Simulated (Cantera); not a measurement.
Charge: 1 mol B, 0.12 mol O₂, 26 mol N₂, equilibrated at 0.630 bar.

Method: chemical equilibrium by Gibbs-energy minimisation in Cantera with the NASA 1993 tables (ideal gas, pure condensed phases). Candidate condensed phases: B, BN, B₂O₃; 17 gas species. N₂ is the only nitrogen source here; it is nearly inert below about 1500 K, so the nitride shown seldom forms there in practice. Mutual solubility and eutectic melting of coexisting phases are not modelled. Equilibrium is a limit: real reactors are often held back by kinetics, nucleation or transport.

log p: log10 of the partial pressure in bar; n: condensed amount in mol.

| T (°C) | log p N₂ | log p BO | log p B₂O₃ | log p B₂O₂ | n BN(s) | n B₂O₃(l) |
|---|---|---|---|---|---|---|
| 850 | -0.20 | <-12 | -9.21 | <-12 | 0.840 | 0.0800 |
| 950 | -0.20 | -10.96 | -7.72 | -10.85 | 0.840 | 0.0800 |
| 1050 | -0.20 | -9.39 | -6.46 | -9.15 | 0.840 | 0.0800 |
| 1150 | -0.20 | -8.04 | -5.39 | -7.69 | 0.840 | 0.0798 |
| 1250 | -0.20 | -6.87 | -4.46 | -6.43 | 0.840 | 0.0786 |
| 1350 | -0.20 | -5.86 | -3.66 | -5.34 | 0.840 | 0.0709 |
| 1450 | -0.20 | [?] | [?] | [?] | 0.839 | [?] |
| 1550 | -0.20 | -4.30 | -2.74 | -3.79 | 0.835 | 0 |
| 1650 | -0.20 | -3.79 | -2.78 | -3.43 | 0.828 | 0 |
| 1750 | -0.20 | -3.35 | -2.88 | -3.14 | 0.814 | 0 |
| 1850 | -0.20 | -2.98 | -3.07 | -2.94 | 0.795 | 0 |
| 1950 | -0.20 | [?] | [?] | [?] | 0.776 | 0 |
| 2050 | -0.20 | -2.51 | -3.87 | -2.93 | 0.765 | 0 |
| 2150 | -0.20 | -2.39 | -4.47 | -3.09 | 0.760 | 0 |

Question: Fill in the missing entries.

Answer: 
- 1950, log p BO: -2.71
- 1950, log p B₂O₃: -3.39
- 1950, log p B₂O₂: -2.87
- 1450, log p BO: -4.96
- 1450, log p B₂O₃: -2.95
- 1450, log p B₂O₂: -4.37
- 1450, n B₂O₃(l): 0.0333
